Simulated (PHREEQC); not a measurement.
A made-up water analysis in mg/kgw, 80 °C, pH 6.3:

```csv
constituent,mg/kgw
Na,1610
K,36.6
Ca,202
Mg,174
Cl,3170
S(6) as SO4,487
Alkalinity as HCO3,0.174
```

Valence states are taken as typed.

Equilibrium calculation in PHREEQC: Pitzer model, pitzer.dat.

The ionic strength comes out as 0.115 mol/kgw. What activity coefficients do Mg+2, Na+, SO4-2, Ca+2, Cl- get?

Mg+2 0.31, Na+ 0.76, SO4-2 0.22, Ca+2 0.28, Cl- 0.74. Single-ion values are on the MacInnes scale.

No solid was allowed to form. Complexes and solids missing from the database can't appear. Constants without temperature data keep their 25 °C values here.
